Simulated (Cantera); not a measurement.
A perfectly stirred reactor is fed with CH₄ : C₂H₆ : C₃H₈ : O₂ : N₂ = 1 : 0.14 : 0.15 : 2.49 : 9.37 (molar parts), equivalence ratio 1.3, at 1.20 bar; it is adiabatic with a 448 K inlet, and is followed from long to short residence time, starting on the burning branch (τ in s: 0.23, 0.096, 0.041, 0.017, 0.0073, 0.0031, 0.0013, 0.00055, 0.00023, 9.9e-05, 4.2e-05, 1.8e-05).

Model: GRI-Mech 3.0 (53 species, 325 reactions), integrated in Cantera. GRI-Mech 3.0 was tuned for natural gas; its chemistry of propane as a main component is partial and can be far from experiment.

Q: Predict: blow-out, bracketed by the residence times tried; x(CH₄) at τ = 0.230 s; x(C₂H₆) at τ = 0.230 s; x(C₃H₈) at τ = 0.230 s; x(H₂O₂) at τ = 0.230 s; x(C₂H₂) at τ = 0.230 s; x(CH₄) at τ = 1.30 ms; x(C₂H₆) at τ = 1.30 ms; x(C₃H₈) at τ = 1.30 ms; x(H₂O₂) at τ = 1.30 ms; x(C₂H₂) at τ = 1.30 ms.

A: blow-out, bracketed by the residence times tried: burning at 99.0 µs, out at 42.0 µs
x(CH₄) at τ = 0.230 s: 1.04e-5
x(C₂H₆) at τ = 0.230 s: 2.68e-8
x(C₃H₈) at τ = 0.230 s: 2.50e-8
x(H₂O₂) at τ = 0.230 s: 5.93e-9
x(C₂H₂) at τ = 0.230 s: 4.62e-6
x(CH₄) at τ = 1.30 ms: 0.000119
x(C₂H₆) at τ = 1.30 ms: 2.39e-6
x(C₃H₈) at τ = 1.30 ms: 1.79e-6
x(H₂O₂) at τ = 1.30 ms: 6.85e-8
x(C₂H₂) at τ = 1.30 ms: 4.56e-5
